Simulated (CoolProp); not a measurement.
n-decane at 298.15 K and 0.233 MPa is throttled through a valve to 0.118 MPa with no heat exchange. Each further row changes one setting.

Model: reference Helmholtz-energy equation of state, Lemmon 2006, in CoolProp. It is a short technical equation, of lower accuracy than the large ones.

| case | temperature change (K) | final density (kg/m³) |
|---|---|---|
| as stated | +0.0 | 727 |
| outlet pressure 0.0354 MPa | +0.1 | 726 |
| outlet pressure 0.153 MPa | +0.0 | 727 |
